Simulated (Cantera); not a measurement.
Feed: 1 mol FeS2, 2.2 mol H2S, 1.3 mol N2, equilibrated at 10.0 Torr.

Method: chemical equilibrium by Gibbs-energy minimisation in Cantera with the NASA 1993 tables (ideal gas, pure condensed phases). Candidate condensed phases: Fe, FeS, FeS2, S; 16 gas species. FeS: taken at fixed stoichiometry. The numbers say what is thermodynamically allowed, not how fast it happens.

Q: At 1723 K, list the 4 most abundant gas species with their mole fractions, and the condensed phases.

A: H2 0.397, S2 0.294, N2 0.259, H2S 0.0352. Condensed: FeS(l).
